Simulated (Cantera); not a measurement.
## BCl₃ + H₂O + N₂ (boron, boron nitride and boron oxide)

Charge: 1 mol BCl₃, 1.7 mol H₂O, 1.7 mol N₂, at 950 K and 9800 Pa.

Method: chemical equilibrium by Gibbs-energy minimisation in Cantera with the NASA 1993 tables (ideal gas, pure condensed phases). Candidate condensed phases: B, BN, B₂O₃, B₃O₃H₃, H₂O, NH₄Cl; 49 gas species. Gases not in the tables: H₃BO₃. Kinetics and transport are ignored.

```json
{
  "x(HCl)": "0.612",
  "x(N₂)": "0.347",
  "x(H₂O)": "0.0407",
  "x((HBO₂)₃)": "9.31e-5",
  "x(HBO₂)": "5.59e-6",
  "x(H₂)": "2.02e-6",
  "x(Cl₂)": "1.66e-6",
  "n(B₂O₃(l))": "0.499 mol",
  "gas_amount": "4.900 mol",
  "log10 activity of B(s) (absent)": "-18.65",
  "log10 activity of B₃O₃H₃(s) (absent)": "-34.56"
}
```
